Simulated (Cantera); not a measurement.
Input: 1 mol SiH4, 0.11 mol O2, held at 0.133 bar.

Cantera equilibrium calculation (NASA polynomials, part measured and part estimated; ideal gas, pure solids and liquids). Candidate condensed phases: H2O, Si, SiO2; 18 gas species. Gases not in the tables: Si2H6 and higher silanes. The numbers say what is thermodynamically allowed, not how fast it happens. All values below are at 1900 K.

Base state: H2 0.899, SiO 0.0990, H 0.00206, Si 9.46e-5, SiH2 5.24e-5, SiH 2.84e-5, H2O 1.08e-5 (mole fractions); condensed: Si(l).

What changes in the equilibrium state with this change: 0.12 mol CH4 added?


```json
[
 {"species": "H2", "before": "0.899", "after": "0.908"},
 {"species": "SiO", "before": "0.0990", "after": "0.0751"},
 {"species": "CO", "before": "0", "after": "0.0142"},
 {"species": "H2O", "before": "1.08e-5", "after": "8.26e-6"},
 {"species": "SiH2", "before": "5.24e-5", "after": "5.30e-5"},
 {"species": "SiH", "before": "2.84e-5", "after": "2.86e-5"},
 {"species": "H", "before": "0.00206", "after": "0.00207"},
 {"species": "Si(l), mol", "before": "0.780", "after": "0.730"},
 {"species": "SiC(s), mol", "before": "0", "after": "0.0850"}
]
```
Mutual solubility and eutectic melting of coexisting phases are not modelled. Further candidate phases: C, C6H6, C7H8, C8H18, SiC.
